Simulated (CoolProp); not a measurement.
Properties of decamethylcyclopentasiloxane (D5) along the isobar 1.01 bar (Tc = 345.1 °C, pc = 10.78 bar, ω = 0.631).

The numbers come from the reference Helmholtz-energy equation of state, Thol 2019 in CoolProp.

```csv
T (°C),phase,speed of sound (m/s),fugacity coefficient
113.65,liquid,(withheld),0.04604
129.25,liquid,622.7,0.08629
144.75,liquid,581.8,0.1507
160.35,liquid,541.3,0.2491
175.85,liquid,501.5,0.3901
191.45,liquid,461.7,(withheld)
206.95,liquid,422.1,0.8416
222.55,gas,97.34,0.9234
238.05,gas,99.93,0.9318
253.55,gas,102.4,0.9391
269.15,gas,104.7,0.9454
284.65,gas,106.8,0.9509
300.25,gas,108.9,0.9557
315.75,gas,110.9,0.9600
331.35,gas,112.8,0.9638
346.85,gas,(withheld),0.9671
```

Fill in the missing entries.


- 113.65, speed of sound (m/s): 664.6
- 191.45, fugacity coefficient: 0.5854
- 346.85, speed of sound (m/s): 114.7
